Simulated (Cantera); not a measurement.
## Low-pressure radical oxidation in H2/O2

An isothermal, constant-pressure homogeneous reactor starts with 9.91 % H₂, 90.1 % O₂, equivalence ratio 0.055, at 1023 K and 0.825 Torr.

Detailed kinetics in Cantera: GRI-Mech 3.0 (53 species, 325 reactions). Radical loss at walls, strong at low pressure, is not modelled. The temperature is held fixed by assumption; the heat of reaction is taken as removed at once.

```csv
t (s),x H₂,x O₂,x HO₂,x H₂O,x H₂O₂,x OH
0.000100,0.0991,0.901,1.32e-11,<1e-12,<1e-12,<1e-12
0.000316,0.0991,0.901,4.18e-11,<1e-12,<1e-12,3.63e-12
0.00100,0.0991,0.901,1.32e-10,1.74e-11,<1e-12,2.59e-11
0.00316,0.0991,0.901,4.18e-10,3.60e-10,<1e-12,1.71e-10
0.0100,0.0991,0.901,1.33e-9,1.57e-8,<1e-12,3.82e-9
0.0316,0.0990,0.901,8.11e-8,0.000107,3.06e-11,2.41e-5
0.100,0.00265,0.840,7.66e-7,0.0791,9.70e-9,0.00300
0.316,0.00219,0.847,7.70e-7,0.0836,9.66e-9,0.00273
1.00,0.00152,0.865,7.73e-7,0.0922,1.18e-8,0.00230
```
x: mole fraction; the columns are a selection and need not sum to one.

Equilibrium at this temperature and pressure: H₂ 5.71e-10, O₂ 0.896, HO₂ 7.36e-10, H₂O 0.104, H₂O₂ 1.23e-11, OH 1.44e-6 (gas phase only).
